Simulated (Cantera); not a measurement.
A perfectly stirred reactor is fed with CH4 : CO2 = 1 : 0.49 (molar parts), at 4.93 atm; it is held at 1998 K, and followed from long to short residence time.

Model: GRI-Mech 3.0 (53 species, 325 reactions), integrated in Cantera. GRI-Mech 3.0 stops at C3 and has no aromatics, soot or wall deposition, so with more carbon than oxygen in the feed, carbon stays in small species such as C2H2 where larger ones or solid carbon would form.

| quantity | before | after |
|---|---|---|
| x(CH4) at τ = 2.00 s | 0.00998 | 0.0190 |
| x(CO2) at τ = 2.00 s | 0.000165 | 1.29e-5 |
| x(CH3) at τ = 2.00 s | 0.000187 | 0.000327 |
| x(H) at τ = 2.00 s | 0.000547 | 0.000595 |
| x(O) at τ = 2.00 s | 3.69e-11 | 3.51e-12 |
| x(CH4) at τ = 15.0 ms | 0.0312 | 0.0411 |
| x(CO2) at τ = 15.0 ms | 0.0107 | 0.00141 |
| x(CH3) at τ = 15.0 ms | 0.000616 | 0.000709 |
| x(H) at τ = 15.0 ms | 0.000503 | 0.000570 |
| x(O) at τ = 15.0 ms | 1.79e-9 | 2.99e-10 |

Task: What was changed between the two runs?
A) temperature 1998 to 2175 K
B) CO2 0.49 to 0.12 parts
C) pressure from 4.93 atm to 0.109 atm
D) temperature 1998 to 1348 K

Result: B, CO2 0.49 to 0.12 parts
